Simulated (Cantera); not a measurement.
A Cantera script and its output.

```python
import numpy as np
import cantera as ct

gas = ct.Solution("h2o2.yaml")
gas.TPX = 1400, 2100, {'H2': 0.056, 'O2': 1}
reactor = ct.IdealGasConstPressureReactor(gas, energy="off", clone=False)
net = ct.ReactorNet([reactor])
net.rtol, net.atol = 1e-08, 1e-18
show = ['H2', 'O2', 'OH', 'HO2', 'H2O2']
times = np.geomspace(3e-06, 4, 11)

steps = ct.SolutionArray(gas, extra=["t"])
rows = []
print(f"{'t/s':>10s}{'T/K':>9s}{'P/Pa':>11s}" + "".join(f"{s:>11s}" for s in show))
for t in times:
    while net.time < t:
        t_next = net.step()
        steps.append(gas.state, t=t_next)
    rows.append([np.interp(t, steps.t, y) for y in (steps.T, steps.P, *steps(*show).X.T)])
    print(f"{t:10.3e}{rows[-1][0]:9.1f}{rows[-1][1]:11.4g}" + "".join(f"{x:11.3e}" for x in rows[-1][2:]))
rate = np.gradient(steps.T, steps.t)
print("integrator steps:", len(steps.t))
if steps.T.max() > steps.T[0] + 200:
    print(f"time of steepest temperature rise: {steps.t[rate.argmax()]:.4e} s")
gas.TPX = 1400, 2100, {'H2': 0.056, 'O2': 1}
gas.equilibrate("TP")
print(f"equilibrium (TP): T = {gas.T:.1f} K  " + "  ".join(f"{s} {gas[s].X[0]:.3e}" for s in show))
```

Output:

```
       t/s      T/K       P/Pa         H2         O2         OH        HO2       H2O2
 3.000e-06   1400.0       2100  5.303e-02  9.470e-01  5.825e-10  5.549e-09  2.568e-13
 1.229e-05   1400.0       2100  5.303e-02  9.470e-01  7.624e-09  2.274e-08  4.286e-12
 5.036e-05   1400.0       2100  5.303e-02  9.470e-01  7.790e-08  9.316e-08  7.067e-11
 2.063e-04   1400.0       2100  5.302e-02  9.470e-01  2.826e-06  3.850e-07  1.107e-09
 8.455e-04   1400.0       2100  4.854e-03  9.073e-01  9.166e-03  3.590e-06  1.540e-07
 3.464e-03   1400.0       2100  8.827e-04  9.053e-01  6.019e-03  3.077e-06  8.595e-08
 1.419e-02   1400.0       2100  6.558e-04  9.164e-01  5.218e-03  2.795e-06  8.127e-08
 5.815e-02   1400.0       2100  2.420e-04  9.348e-01  3.199e-03  1.821e-06  5.947e-08
 2.383e-01   1400.0       2100  3.188e-05  9.438e-01  1.168e-03  5.238e-07  2.345e-08
 9.763e-01   1400.0       2100  3.029e-06  9.452e-01  3.610e-04  9.558e-08  5.732e-09
 4.000e+00   1400.0       2100  4.091e-07  9.454e-01  1.329e-04  6.139e-08  1.415e-09
integrator steps: 1567
equilibrium (TP): T = 1400.0 K  H2 1.757e-07  O2 9.455e-01  OH 8.718e-05  HO2 7.845e-08  H2O2 8.577e-10
```

Detailed kinetics in Cantera: the H2/O2 subset of GRI-Mech 3.0, which has no nitrogen chemistry. Radical loss at walls, strong at low pressure, is not modelled. The temperature is held fixed by assumption; the heat of reaction is taken as removed at once.
